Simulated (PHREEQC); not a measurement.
A solution holds 0.0052 mol H2SO4, 0.0068 mol NaCl and 0.0052 mol CuCl2 per kg of water, at 25 °C. Closed to the air; pH follows from the charge balance.

All values are PHREEQC results (ion-association model, phreeqc.dat), not measurements.

```
quantity                   before    after
------------------------  -------  -------
pH                           2.11     2.11
ionic strength (mol/kgw)   0.0319   0.0241
SO4-2 (mol/kgw)           0.00300  0.00346
HSO4- (mol/kgw)           0.00141  0.00168
```

Name the change that produced these shifts.
A) CuCl2 left out
B) CuCl2 replaced by (CH3)4NCl at the same molality
C) NaCl from 0.0068 to 0.068 mol/kgw
D) diluted 5-fold with water

B, CuCl2 replaced by (CH3)4NCl at the same molality

Precipitation was switched off in this run.
